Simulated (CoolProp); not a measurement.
Values from CoolProp's reference Helmholtz-energy equation of state, Lemmon 2006. It is a short technical equation, of lower accuracy than the large ones.

For n-nonane, give the phase and the density (kg/m³), cp (kJ/(kg K)), cv (kJ/(kg K)), speed of sound (m/s) at 99.15 °C and 0.614 bar; 278.85 °C and 21.4 bar; 235.65 °C and 10.5 bar.


- 99.15 °C and 0.614 bar: liquid; density 654, cp 2.51, cv 2.07, speed of sound 931
- 278.85 °C and 21.4 bar: liquid; density 464, cp 3.44, cv 2.75, speed of sound 324
- 235.65 °C and 10.5 bar: liquid; density 521, cp 3.16, cv 2.59, speed of sound 464
